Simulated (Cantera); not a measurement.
# Stirred combustor or abatement burner

A perfectly stirred reactor is fed with CH₃OH : O₂ : N₂ = 1 : 1.74 : 6.56 (molar parts), equivalence ratio 0.86, at 0.987 atm; it is adiabatic with a 425 K inlet, and is followed from long to short residence time, starting on the burning branch (τ in s: 0.18, 0.064, 0.023, 0.0082, 0.0029, 0.001, 0.00037, 0.00013, 4.8e-05, 1.7e-05, 6.1e-06).

Detailed kinetics in Cantera: GRI-Mech 3.0 (53 species, 325 reactions). GRI-Mech 3.0 was tuned for natural gas; its chemistry of methanol as a main component is partial and can be far from experiment.

| τ (s) | T (K) | x CH₃OH | x O₂ | x C₂H₂ | x H₂O | x CH₂CO | x NO |
|---|---|---|---|---|---|---|---|
| 0.18 | 2170 | 6.30e-7 | 0.0252 | <1e-12 | 0.200 | 2.13e-11 | 0.00136 |
| 0.064 | 2160 | 1.56e-6 | 0.0259 | 3.54e-12 | 0.199 | 5.73e-11 | 0.000691 |
| 0.023 | 2138 | 3.49e-6 | 0.0271 | 8.00e-12 | 0.197 | 1.44e-10 | 0.000341 |
| 0.0082 | 2098 | 7.27e-6 | 0.0289 | 1.68e-11 | 0.194 | 3.76e-10 | 0.000164 |
| 0.0029 | 2040 | 1.49e-5 | 0.0314 | 5.89e-11 | 0.190 | 1.26e-9 | 7.74e-5 |
| 0.0010 | 1965 | 3.26e-5 | 0.0346 | 3.50e-10 | 0.186 | 5.53e-9 | 3.94e-5 |
| 0.00037 | 1887 | 7.46e-5 | 0.0383 | 2.28e-9 | 0.181 | 2.60e-8 | 2.29e-5 |
| 0.00013 | 1795 | 0.000225 | 0.0448 | 1.96e-8 | 0.178 | 1.80e-7 | 1.08e-5 |
| 4.8e-5 | 425 | 0.108 | 0.187 | <1e-12 | <1e-12 | <1e-12 | <1e-12 |
| 1.7e-5 | 425 | 0.108 | 0.187 | <1e-12 | <1e-12 | <1e-12 | <1e-12 |
| 6.1e-6 | 425 | 0.108 | 0.187 | <1e-12 | <1e-12 | <1e-12 | <1e-12 |
x: mole fraction; the columns are a selection and need not sum to one.
